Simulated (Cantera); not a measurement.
A freely propagating, adiabatic, planar premixed flame of H2 : O2 : N2 : H2O = 1 : 0.312 : 1.17 : 0.55 (molar parts), equivalence ratio 1.6, unburnt at 700 K and 12000 Pa; mixture-averaged transport, grid criteria slope 0.08 and curve 0.16, no radiation.

Model: the H2/O2 subset of GRI-Mech 3.0, which has no nitrogen chemistry, integrated in Cantera. Burning velocities carry a grid error of a few per cent, more on coarse grids.

x: mole fraction of selected species; z is measured from the peak of heat release.

```tsv
z (mm)	T (K)	u (m/s)	x H2	x O2	x H2O	x HO2	x OH	x O
-22.2	700	7.80	0.330	0.103	0.181	<1e-8	<1e-8	<1e-8
-14.8	700	7.80	0.330	0.103	0.181	<1e-8	<1e-8	<1e-8
-11.1	700	7.80	0.330	0.103	0.181	<1e-8	<1e-8	<1e-8
-7.40	700	7.80	0.330	0.103	0.181	4.73e-7	<1e-8	<1e-8
-3.70	705	7.86	0.329	0.103	0.182	5.28e-5	1.42e-5	7.59e-6
-1.85	[?]	8.76	0.311	0.0994	0.192	[?]	[?]	[?]
0	1101	11.9	0.205	0.0627	0.273	1.62e-5	0.00199	0.00378
1.85	1326	14.2	0.116	0.0153	0.364	3.32e-6	0.00519	0.00527
3.70	1420	15.1	0.109	0.00843	0.379	1.66e-6	0.00657	0.00483
7.40	1525	16.1	0.114	0.00683	0.385	1.20e-6	0.00777	0.00435
14.8	1643	17.1	0.119	0.00532	0.391	8.37e-7	0.00868	0.00356
29.6	1763	18.2	0.124	0.00371	0.399	5.45e-7	0.00888	0.00257
59.2	1873	19.2	0.127	0.00226	0.408	3.31e-7	0.00817	0.00160
```

### Question
Fill in the missing entries.

### Answer

- -1.85, T (K): 793
- -1.85, x HO2: 4.28e-5
- -1.85, x OH: 0.000215
- -1.85, x O: 0.000223
